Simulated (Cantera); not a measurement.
# ZrO2 + H2 + H2O (hydrogen reduction and annealing atmospheres)

Input: 1 mol ZrO2, 95 mol H2, 0.44 mol H2O, held at 0.0900 Torr.

Method: chemical equilibrium by Gibbs-energy minimisation in Cantera with the NASA 1993 tables (ideal gas, pure condensed phases). Candidate condensed phases: H2O, Zr, ZrO2; 12 gas species. The numbers say what is thermodynamically allowed, not how fast it happens.

| T (K) | log p H2 | log p H | log p H2O | log p OH | n ZrO2(monoclinic) | n ZrO2(tetragonal) |
|---|---|---|---|---|---|---|
| 1323 | -3.92 | -7.76 | -6.26 | -11.94 | 1.00 | 0 |
| 1423 | -3.92 | -7.14 | -6.26 | -11.14 | 1.00 | 0 |
| 1523 | -3.92 | -6.60 | -6.26 | -10.44 | 0 | 1.00 |
| 1623 | -3.93 | -6.12 | -6.26 | -9.83 | 0 | 1.00 |
| 1723 | -3.93 | -5.70 | -6.26 | -9.30 | 0 | 1.00 |
| 1823 | -3.94 | -5.33 | -6.27 | -8.82 | 0 | 1.00 |
| 1923 | -3.96 | -5.01 | -6.28 | -8.39 | 0 | 1.000 |
log p: log10 of the partial pressure in bar; n: condensed amount in mol.

From 1323 K to 1423 K the condensed part is ZrO2(monoclinic). From 1523 K to 1923 K the condensed part is ZrO2(tetragonal).
